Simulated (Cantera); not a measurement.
A freely propagating, adiabatic, planar premixed flame of H2 : O2 : N2 = 1 : 0.602 : 2.27 (molar parts), unburnt at 575 K and 8.00 bar; mixture-averaged transport, grid criteria slope 0.08 and curve 0.16, no radiation.

Cantera simulation using the H2/O2 subset of GRI-Mech 3.0, which has no nitrogen chemistry; the numbers are that mechanism's predictions, not measurements. The hydrogen kinetics of GRI-Mech 3.0 are dated; newer H2 mechanisms differ, most at raised pressure. Burning velocities carry a grid error of a few per cent, more on coarse grids.

Question: Predict: laminar burning velocity; thermal thickness; peak x(OH); peak x(HO2); peak x(H2O2).

Answer: 
```
Property                     Result
------------------------  ---------
laminar burning velocity   412 cm/s
thermal thickness         0.0331 mm
peak x(OH)                   0.0149
peak x(HO2)                 0.00119
peak x(H2O2)               0.000140
```
